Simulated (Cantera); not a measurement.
A Cantera script and its output.

```python
import numpy as np
import cantera as ct

gas = ct.Solution("gri30.yaml")
gas.TPX = 2048, 6300, {'NO': 1, 'N2': 0.14}
reactor = ct.IdealGasConstPressureReactor(gas, energy="off", clone=False)
net = ct.ReactorNet([reactor])
net.rtol, net.atol = 1e-08, 1e-18
show = ['NO', 'NO2', 'N2', 'O', 'O2', 'N2O']
times = np.geomspace(1e-05, 20, 14)

steps = ct.SolutionArray(gas, extra=["t"])
rows = []
print(f"{'t/s':>10s}{'T/K':>9s}{'P/Pa':>11s}" + "".join(f"{s:>11s}" for s in show))
for t in times:
    while net.time < t:
        t_next = net.step()
        steps.append(gas.state, t=t_next)
    rows.append([np.interp(t, steps.t, y) for y in (steps.T, steps.P, *steps(*show).X.T)])
    print(f"{t:10.3e}{rows[-1][0]:9.1f}{rows[-1][1]:11.4g}" + "".join(f"{x:11.3e}" for x in rows[-1][2:]))
rate = np.gradient(steps.T, steps.t)
print("integrator steps:", len(steps.t))
if steps.T.max() > steps.T[0] + 200:
    print(f"time of steepest temperature rise: {steps.t[rate.argmax()]:.4e} s")
gas.TPX = 2048, 6300, {'NO': 1, 'N2': 0.14}
gas.equilibrate("TP")
print(f"equilibrium (TP): T = {gas.T:.1f} K  " + "  ".join(f"{s} {gas[s].X[0]:.3e}" for s in show))
```

Output:

```
       t/s      T/K       P/Pa         NO        NO2         N2          O         O2        N2O
 1.000e-05   2048.0       6300  8.772e-01  1.079e-09  1.228e-01  7.912e-07  4.165e-10  7.906e-07
 3.053e-05   2048.0       6300  8.772e-01  9.997e-09  1.228e-01  2.414e-06  3.899e-09  2.408e-06
 9.319e-05   2048.0       6300  8.772e-01  8.989e-08  1.228e-01  7.358e-06  3.613e-08  7.303e-06
 2.845e-04   2048.0       6300  8.771e-01  7.663e-07  1.228e-01  2.241e-05  3.383e-07  2.185e-05
 8.685e-04   2048.0       6300  8.770e-01  5.564e-06  1.228e-01  6.877e-05  3.300e-06  6.267e-05
 2.651e-03   2048.0       6300  8.767e-01  2.750e-05  1.229e-01  2.148e-04  3.785e-05  1.583e-04
 8.094e-03   2048.0       6300  8.753e-01  6.424e-05  1.234e-01  5.115e-04  4.426e-04  2.799e-04
 2.471e-02   2048.0       6300  8.708e-01  7.777e-05  1.256e-01  6.283e-04  2.595e-03  3.034e-04
 7.543e-02   2048.0       6300  8.567e-01  9.397e-05  1.326e-01  7.095e-04  9.586e-03  2.872e-04
 2.303e-01   2048.0       6300  8.117e-01  1.312e-04  1.551e-01  9.152e-04  3.191e-02  2.439e-04
 7.030e-01   2048.0       6300  6.708e-01  1.839e-04  2.255e-01  1.358e-03  1.020e-01  1.493e-04
 2.146e+00   2048.0       6300  3.382e-01  1.513e-04  3.917e-01  2.036e-03  2.679e-01  3.280e-05
 6.551e+00   2048.0       6300  5.796e-02  3.224e-05  5.317e-01  2.460e-03  4.078e-01  9.739e-07
 2.000e+01   2048.0       6300  1.263e-02  7.223e-06  5.544e-01  2.522e-03  4.305e-01  1.367e-07
integrator steps: 1050
equilibrium (TP): T = 2048.0 K  NO 1.053e-02  NO2 6.029e-06  N2 5.554e-01  O 2.524e-03  O2 4.315e-01  N2O 1.243e-07
```

Model: GRI-Mech 3.0 (53 species, 325 reactions), integrated in Cantera.
